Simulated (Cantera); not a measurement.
Feed: 1 mol SiH₂Cl₂, 12 mol NO, 1.1 mol N₂, at 1548 K and 1000 Pa.

These are equilibrium values from Cantera (NASA tables, ideal gas, pure condensed phases), not measurements of a reactor. Candidate condensed phases: H₂O, NH₄Cl, Si, SiO₂, Si₂N₂O, Si₃N₄; 47 gas species. The tables hold silica as quartz up to 1696 K and as liquid above; real silica turns to tridymite and cristobalite and melts near 1996 K. Rates play no part.

Base state: N₂ 0.499, O₂ 0.344, HCl 0.110, Cl 0.0282, H₂O 0.0153, NO 0.00156, Cl₂ 0.00125, OH 0.000164 (mole fractions); condensed: SiO₂(β-quartz).

Task: What changes in the equilibrium state with this change: temperature from 1548 K to 898.15 K?

Result: 
```tsv
species	before	after
N₂	0.499	0.509
O₂	0.344	0.348
HCl	0.110	0.101
Cl	0.0282	0.000104
Cl₂	0.00125	0.0213
H₂O	0.0153	0.0213
O	4.47e-5	<1e-9
OH	0.000164	2.08e-8
NO	0.00156	9.30e-6
ClO	3.84e-5	5.19e-7
SiO₂(β-quartz), mol	1.00	1.00
```
